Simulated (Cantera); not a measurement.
Input: 1 mol Pb, 0.0011 mol O₂, 2.9 mol H₂, 0.1 mol CO₂, held at 140 Pa.

Equilibrium computed with Cantera from the NASA thermochemical tables; the gas is ideal and each condensed phase is pure. Candidate condensed phases: C, C₆H₆, C₇H₈, C₈H₁₈, H₂O, Pb, PbO, PbO₂, Pb₃O₄; 113 gas species. Kinetics and transport are ignored.

What share of the Pb ends up in condensed phases as a function of T (°C), at 502, 577, 652, 727, 802, 877, 952, 1027, 1102, 1177, 1252?


| T (°C) | Pb condensed (%) | as |
|---|---|---|
| 502 | 100.0 | Pb(l) |
| 577 | 99.9 | Pb(l) |
| 652 | 99.4 | Pb(l) |
| 727 | 96.5 | Pb(l) |
| 802 | 82.8 | Pb(l) |
| 877 | 21.7 | Pb(l) |
| 952 | 0.0 | - |
| 1027 | 0.0 | - |
| 1102 | 0.0 | - |
| 1177 | 0.0 | - |
| 1252 | 0.0 | - |
